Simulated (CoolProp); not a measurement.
500 sccm (0 °C, 1 atm) of nitrogen bubbles through liquid octamethylcyclotetrasiloxane (D4) at 323.6 K and leaves saturated at a total pressure of 0.0213 MPa (ideal gas phase). Each further row changes one setting.

Computed with CoolProp (reference Helmholtz-energy equation of state, Thol 2015).

```tsv
case	vapour pressure (kPa)	mole fraction of vapour	delivery (mg/min)	delivery (sccm)	change of delivery for a bath 1 K warmer (%)
as stated	0.739	0.0347	238	18.0	6.4
bath temperature 328.6 K	0.992	0.0466	323	24.4	6.2
total pressure 0.0426 MPa	0.739	0.0173	117	8.83	6.3
```
